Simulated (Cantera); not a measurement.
# Equilibrium for fluorocarbon and chlorocarbon gases: C₂F₆ + HCl + H₂

Input: 1 mol C₂F₆, 0.016 mol HCl, 0.081 mol H₂, at 0.133 bar.

Method: chemical equilibrium by Gibbs-energy minimisation in Cantera with the NASA 1993 tables (ideal gas, pure condensed phases). Candidate condensed phases: C, C₆H₆, C₇H₈, C₈H₁₈; 118 gas species. The feed counts by its element totals alone. The tables' values for C₂F₄ are old estimates; treat these amounts as uncertain. Gases not in the tables: C₂F₆ and larger saturated fluorocarbons. Rates play no part.

```
T (°C)  log p CF₄  log p F  log p CF₂  log p HF  log p CF  log p CF₃  log p C₃  n C(graphite)
------  ---------  -------  ---------  --------  --------  ---------  --------  -------------
1225        -0.93    -5.95      -4.85     -1.85     -9.74      -5.21      <-12          0.543
1375        -0.93    -4.95      -3.96     -1.84     -8.21      -4.49      <-12          0.543
1525        -0.93    -4.11      -3.23     -1.84     -6.93      -3.90      <-12          0.540
1675        -0.94    -3.40      -2.62     -1.85     -5.85      -3.40    -11.13          0.529
1825        -0.97    -2.80      -2.10     -1.86     -4.94      -2.99     -9.56          0.495
1975        -1.04    -2.29      -1.68     -1.89     -4.16      -2.67     -8.20          0.409
2125        -1.21    -1.87      -1.37     -1.96     -3.50      -2.47     -7.02          0.233
2275        -1.55    -1.55      -1.20     -2.07     -2.99      -2.45     -6.04              0
2425        -2.07    -1.29      -1.21     -2.18     -2.66      -2.61     -5.44              0
2575        -2.85    -1.19      -1.26     -2.24     -2.27      -2.94     -4.25         0.0544
2725        -3.65    -1.10      -1.42     -2.29     -2.04      -3.34     -3.52          0.287
2875        -4.51    -1.05      -1.62     -2.34     -1.86      -3.80     -2.85          0.352
```
log p: log10 of the partial pressure in bar; n: condensed amount in mol.

From 1225 °C to 2125 °C the condensed part is C(graphite). From 2275 °C to 2425 °C nothing is condensed. From 2575 °C to 2875 °C the condensed part is C(graphite). The main C-bearing gas is CF₄ at 1225 °C and CF₂ at 2875 °C.
